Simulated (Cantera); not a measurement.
Charge: 1 mol Cu, 4.6 mol F2, 4.4 mol H2, at 473.15 K and 0.0133 bar.

Equilibrium computed with Cantera from the NASA thermochemical tables; the gas is ideal and each condensed phase is pure. Candidate condensed phases: Cu, CuF2; 15 gas species. The numbers say what is thermodynamically allowed, not how fast it happens.

**Question.** What is the equilibrium state?

**Answer.** 
```
Property       Result
----------  ---------
x(HF)           1.000
x(H2F2)       2.74e-5
n(Cu(s))    0.800 mol
n(CuF2(s))  0.200 mol
gas amount  8.800 mol
```
